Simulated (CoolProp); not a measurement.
Vapour-liquid equilibrium of cis-2-butene (1) + ethanol (2) at 0.707 MPa; x and y are mole fractions of (1).

Values from CoolProp's multi-fluid Helmholtz-energy mixture model, Lemmon 2005 and Schroeder 2014; pair parameters Bell 2016.

```
x     bubble temperature, mixture model (K)  bubble temperature, Raoult's law (K)  y, mixture model  y, Raoult's law
----  -------------------------------------  ------------------------------------  ----------------  ---------------
0.05                                  395.7                                 405.3             0.351            0.182
0.15                                  370.1                                 395.1             0.727            0.456
0.25                                  355.9                                 385.7             0.844            0.640
0.35                                  350.0                                 377.3             0.881            0.763
0.45                                  348.0                                 369.8             0.892            0.844
0.55                                  347.2                                 363.2             0.897            0.900
0.65                                  346.6                                 357.3             0.902            0.937
0.75                                  345.6                                 352.1             0.912            0.963
0.85                                  344.0                                 347.4             0.933            0.982
0.95                                  342.2                                 343.2             0.971            0.995
```

The largest gap from Raoult's law is -29.8 K in bubble temperature, at x = 0.25. No azeotrope shows between x = 0.05 and 0.95.

The pair parameters rest on a limited set of measurements; away from them the model extrapolates. With so large a gap from Raoult's law the liquid may split in two, which this calculation doesn't test in full.
